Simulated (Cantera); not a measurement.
Feed: 1 mol SiH4, 8 mol O3, 5.8 mol H2, 12 mol NO, equilibrated at 1798.15 K.

Method: chemical equilibrium by Gibbs-energy minimisation in Cantera with the NASA 1993 tables (ideal gas, pure condensed phases). Candidate condensed phases: H2O, Si, SiO2, Si2N2O, Si3N4; 35 gas species. The tables hold silica as quartz up to 1696 K and as liquid above; real silica turns to tridymite and cristobalite and melts near 1996 K. Rates play no part.

Q: At 85.0 Pa, list the 7 most abundant gas species with their mole fractions, and the condensed phases.

A: O2 0.480, H2O 0.284, N2 0.220, OH 0.00827, NO 0.00330, O 0.00284, H2 0.000743. Condensed: SiO2(condensed).
